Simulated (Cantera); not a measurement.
**Gas-phase reforming**

An isothermal, constant-pressure homogeneous reactor starts with CH4 : CO2 : H2 : H2O = 1 : 1.7 : 0.88 : 0.11 (molar parts), at 1375 K and 0.839 atm.

Cantera simulation using GRI-Mech 3.0 (53 species, 325 reactions); the numbers are that mechanism's predictions, not measurements.

| t (s) | x CH4 | x CO2 | x H2 | x CH3 | x CH2O | x HO2 | x C2H4 |
|---|---|---|---|---|---|---|---|
| 0.000300 | 0.271 | 0.461 | 0.238 | 4.37e-6 | 1.86e-10 | <1e-12 | 3.73e-9 |
| 0.00107 | 0.271 | 0.461 | 0.238 | 1.20e-5 | 5.92e-9 | <1e-12 | 1.35e-7 |
| 0.00382 | 0.271 | 0.461 | 0.238 | 1.63e-5 | 5.55e-8 | <1e-12 | 2.24e-6 |
| 0.0136 | 0.271 | 0.460 | 0.238 | 1.95e-5 | 1.80e-7 | <1e-12 | 2.46e-5 |
| 0.0486 | 0.270 | 0.459 | 0.237 | 2.22e-5 | 2.67e-7 | <1e-12 | 0.000192 |
| 0.173 | 0.268 | 0.453 | 0.234 | 2.25e-5 | 2.77e-7 | <1e-12 | 0.000708 |
| 0.618 | 0.261 | 0.433 | 0.223 | 2.26e-5 | 2.89e-7 | <1e-12 | 0.00147 |
| 2.20 | 0.237 | 0.373 | 0.195 | 2.23e-5 | 3.31e-7 | <1e-12 | 0.00288 |
| 7.86 | 0.167 | 0.248 | 0.164 | 1.92e-5 | 4.27e-7 | <1e-12 | 0.00589 |
| 28.0 | 0.0839 | 0.155 | 0.200 | 1.29e-5 | 3.02e-7 | <1e-12 | 0.0102 |
| 100 | 0.0742 | 0.124 | 0.248 | 1.10e-5 | 1.58e-7 | <1e-12 | 0.00755 |
x: mole fraction; the columns are a selection and need not sum to one.

Equilibrium at this temperature and pressure: CH4 5.70e-6, CO2 0.0463, H2 0.429, CH3 6.49e-10, CH2O 7.13e-8, HO2 <1e-12, C2H4 1.68e-11 (gas phase only).
